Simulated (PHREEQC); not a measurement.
Make-up at 50 °C: 28 mmol/kgw CdSO4, 1 mmol/kgw Na2SO4 and 0.84 mmol/kgw H2SO4. Closed to the air; pH follows from the charge balance.

Model: ion-association model, phreeqc.dat, run in PHREEQC.

Precipitation was switched off in this run.

### Question
Estimate the pH, density.

### Answer
pH 3.17; density 0.993 g/cm³.

### Question
In which forms is Cd present?

### Answer
Cd+2 53 %, CdSO4 41 %, Cd(SO4)2-2 5.7 % of the Cd.

Species that the database lacks are ignored. Away from 25 °C the constants follow the database's enthalpies or fits; those with neither stay at their 25 °C values.
